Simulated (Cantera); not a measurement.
Feed: 1 mol SiCl4, 0.11 mol H2O, 19 mol H2, at 923.15 K and 62.0 mbar.

These are equilibrium values from Cantera (NASA tables, ideal gas, pure condensed phases), not measurements of a reactor. Candidate condensed phases: H2O, Si, SiO2; 30 gas species. The tables' values for SiCl3 are old estimates; treat these amounts as uncertain. Kinetics and transport are ignored.

Base state: H2 0.935, SiCl4 0.0394, HCl 0.0185, SiHCl3 0.00711, SiCl3 0.000176, SiH2Cl2 0.000125, SiCl2 3.16e-5 (mole fractions); condensed: SiO2(β-quartz).

### Question
What changes in the equilibrium state with this change: temperature from 923.15 K to 1723.15 K?

### Answer
| species | before | after |
|---|---|---|
| H2 | 0.935 | 0.848 |
| HCl | 0.0185 | 0.104 |
| SiCl2 | 3.16e-5 | 0.0409 |
| SiCl4 | 0.0394 | 3.12e-5 |
| SiO | <1e-9 | 0.00518 |
| H | <1e-9 | 0.000675 |
| Cl | <1e-9 | 6.40e-5 |
| SiCl | <1e-9 | 5.80e-5 |
| SiO2(β-quartz), mol | 0.0550 | 0 |
The tables' values for SiCl3, SiCl are old estimates; treat these amounts as uncertain. Gases not in the tables: Si2H6 and higher silanes.
